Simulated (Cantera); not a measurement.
A perfectly stirred reactor is fed with CH₄ : CO₂ : H₂ = 1 : 3.7 : 0.064 (molar parts), at 9.10 bar; it is held at 1600 K, and followed from long to short residence time.

Detailed kinetics in Cantera: GRI-Mech 3.0 (53 species, 325 reactions).

x: mole fraction; the columns are a selection and need not sum to one.

```
τ (s)     x CH₄  x CO₂    x H₂   x C₂H₄       x O    x H₂O
-------  ------  -----  ------  -------  --------  -------
2.3      0.0164  0.278  0.0943  0.00101  9.98e-12    0.183
0.90          …      …       …        …  7.84e-12    0.185
0.35     0.0322  0.373  0.0616  0.00227  6.44e-12    0.183
0.14     0.0470  0.443  0.0486  0.00267  5.70e-12    0.171
0.055    0.0739  0.531  0.0424  0.00311  5.12e-12    0.139
0.021     0.116  0.630  0.0427  0.00365  4.23e-12   0.0837
0.0084    0.155  0.706  0.0401  0.00385  3.22e-12   0.0369
0.0033    0.183  0.750  0.0308  0.00353  2.33e-12   0.0123
0.0013    0.198  0.768  0.0215  0.00240  1.62e-12  0.00355
0.00051   0.205  0.774       …        …  1.10e-12        …
```

**Question.** Fill in the missing entries.

**Answer.** 
- 0.90, x CH₄: 0.0230
- 0.90, x CO₂: 0.317
- 0.90, x H₂: 0.0783
- 0.90, x C₂H₄: 0.00169
- 0.00051, x H₂: 0.0162
- 0.00051, x C₂H₄: 0.00101
- 0.00051, x H₂O: 0.00100
